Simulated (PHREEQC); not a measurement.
Make-up at 25 °C: 4.5 mmol/kgw LiBr, 1.5 mmol/kgw AlCl3 and 1.3 mmol/kgw MgCl2. Closed to the air; pH follows from the charge balance.

All values are PHREEQC results (ion-association model, phreeqc.dat), not measurements.

### Question
The ionic strength comes out as 0.0172 mol/kgw. What activity coefficients do Br-, H+, Al(OH)2+, AlOH+2, Cl- get?

### Answer
Br- 0.87, H+ 0.90, Al(OH)2+ 0.88, AlOH+2 0.61, Cl- 0.87.

Precipitation was switched off in this run. Examples of supersaturated solids here: Gibbsite (slow to form). Others may be too.
